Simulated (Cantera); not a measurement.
## Cu + CO + N₂ (metals in furnace atmospheres)

Charge: 1 mol Cu, a varied amount of CO, 2.3 mol N₂, at 1223 K and 7.50 Torr.

Equilibrium computed with Cantera from the NASA thermochemical tables; the gas is ideal and each condensed phase is pure. Candidate condensed phases: C, Cu, CuO, Cu₂O; 27 gas species. Equilibrium is a limit: real reactors are often held back by kinetics, nucleation or transport.

```json
[
 {"n(CO) (mol)": "0.67", "x CO": "0.226", "x N₂": "0.774", "x CO₂": "7.00e-6", "x Cu": "2.29e-6", "n Cu(s)": "1.000", "n C(graphite)": "0"},
 {"n(CO) (mol)": "0.97", "x CO": "0.297", "x N₂": "0.703", "x CO₂": "1.21e-5", "x Cu": "2.29e-6", "n Cu(s)": "1.000", "n C(graphite)": "0"},
 {"n(CO) (mol)": "1.4", "x CO": "0.378", "x N₂": "0.622", "x CO₂": "1.97e-5", "x Cu": "2.29e-6", "n Cu(s)": "1.000", "n C(graphite)": "0"},
 {"n(CO) (mol)": "2", "x CO": "0.465", "x N₂": "0.535", "x CO₂": "2.98e-5", "x Cu": "2.29e-6", "n Cu(s)": "1.000", "n C(graphite)": "0"},
 {"n(CO) (mol)": "3", "x CO": "0.566", "x N₂": "0.434", "x CO₂": "4.41e-5", "x Cu": "2.29e-6", "n Cu(s)": "1.000", "n C(graphite)": "0"},
 {"n(CO) (mol)": "4.3", "x CO": "0.651", "x N₂": "0.349", "x CO₂": "5.84e-5", "x Cu": "2.29e-6", "n Cu(s)": "1.000", "n C(graphite)": "0"},
 {"n(CO) (mol)": "6.3", "x CO": "0.732", "x N₂": "0.267", "x CO₂": "7.38e-5", "x Cu": "2.29e-6", "n Cu(s)": "1.000", "n C(graphite)": "0.000635"},
 {"n(CO) (mol)": "9.2", "x CO": "0.800", "x N₂": "0.200", "x CO₂": "8.80e-5", "x Cu": "2.29e-6", "n Cu(s)": "1.000", "n C(graphite)": "0.00101"},
 {"n(CO) (mol)": "13", "x CO": "0.850", "x N₂": "0.150", "x CO₂": "9.93e-5", "x Cu": "2.29e-6", "n Cu(s)": "1.000", "n C(graphite)": "0.00152"},
 {"n(CO) (mol)": "19", "x CO": "0.892", "x N₂": "0.108", "x CO₂": "0.000109", "x Cu": "2.29e-6", "n Cu(s)": "1.000", "n C(graphite)": "0.00233"}
]
```
x: gas mole fraction; n: condensed amount in mol.

From 0.67 mol CO to 4.3 mol CO the condensed part is Cu(s). From 6.3 mol CO to 19 mol CO the condensed part is C(graphite) + Cu(s). The main Cu-bearing gas is Cu throughout.
